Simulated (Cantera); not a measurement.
Charge: 1 mol CH₂F₂, 16 mol H₂, equilibrated at 2252 °C.

Cantera equilibrium calculation (NASA polynomials, part measured and part estimated; ideal gas, pure solids and liquids). Candidate condensed phases: C, C₆H₆, C₇H₈, C₈H₁₈; 95 gas species. Rates play no part.

What share of the C ends up in condensed phases as a function of P (Pa), at 1, 3.60, 13, 46, 170, 600, 2200, 7700, 28000, 100000?


```csv
P (Pa),C condensed (%),as
1,0.0,-
3.60,0.0,-
13,26.0,C(graphite)
46,64.7,C(graphite)
170,68.9,C(graphite)
600,66.8,C(graphite)
2200,64.6,C(graphite)
7700,63.2,C(graphite)
28000,62.4,C(graphite)
100000,61.8,C(graphite)
```
